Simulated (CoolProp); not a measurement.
Normal hydrogen along the isotherm -245.05 °C: Z from the reference equation and from simpler models built on Tc = -240.0 °C, pc = 12.96 bar, ω = -0.219; each cubic takes its own stable root.

Model: reference Helmholtz-energy equation of state, Leachman 2009, in CoolProp.

```csv
p (bar),phase,reference,van der Waals,Peng-Robinson
3.6,gas,0.8417,(withheld),0.8303
7.2,liquid,0.1041,0.1344,0.09270
10.8,liquid,0.1528,0.1950,(withheld)
14.4,liquid,(withheld),0.2535,0.1750
18,liquid,0.2464,0.3105,0.2141
21.6,liquid,0.2917,0.3663,0.2523
25.2,liquid,0.3362,0.4211,0.2897
28.8,liquid,0.3801,0.4751,0.3264
32.4,liquid,(withheld),0.5284,0.3624
```

Q: What belongs in the gaps?

A: 
- 3.6, van der Waals: 0.8606
- 10.8, Peng-Robinson: 0.1346
- 14.4, reference: 0.2001
- 32.4, reference: 0.4233
